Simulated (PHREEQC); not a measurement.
Synthetic water in mg/kgw, 15 °C, pH 6.63, pe 9: Na 0.372; K 0.112; Ca 1.19; Mg 0.207; Cl 1.89; S(6) as SO4 0.104; Alkalinity as HCO3 2.35; Pb 0.00621; F 0.0366; Cu(2) 0.166.

Valence states are taken as typed.

Model: ion-association model, wateq4f.dat, run in PHREEQC.

This is a speciation only: nothing precipitates in the calculation.

Question: What charge-balance error does the model give?

Answer: charge-balance error 2.5 %.

Question: In which forms is Cu present?

Answer: Cu+2 69 %, Cu(OH)2 25 %, CuOH+ 2.8 %, CuCO3 2.0 %, CuHCO3+ 1.2 % of the Cu.

Complexes and solids missing from the database can't appear. The database's constant for dissolved Cu(OH)2 is higher than later reviews accept.
